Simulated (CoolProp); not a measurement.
A single-stage vapour-compression cycle with n-butane: evaporating at 255.15 K (dew point), condensing at 319.15 K (bubble point), superheat 8 K, subcooling 2 K, compressor efficiency 0.75, no pressure losses. Each further row changes one setting.

Computed with CoolProp (reference Helmholtz-energy equation of state, Bücker 2006).

| case | cooling COP | pressure ratio | discharge temperature (K) | refrigerating effect (kJ/kg) | volumetric capacity (kJ/m³) |
|---|---|---|---|---|---|
| as stated | 2.29 | 9.02 | 338.1 | 265 | 356 |
| evaporating temperature 260.15 K | 2.60 | 7.27 | 336.3 | 273 | 448 |
| condensing temperature 314.15 K | 2.57 | 7.87 | 333.3 | 278 | 373 |
| subcooling 7 K | 2.40 | 9.02 | 338.1 | 278 | 373 |
| superheat 18 K | 2.33 | 9.02 | 348.4 | 281 | 363 |
| compressor efficiency 0.65 | 1.98 | 9.02 | 347.0 | 265 | 356 |
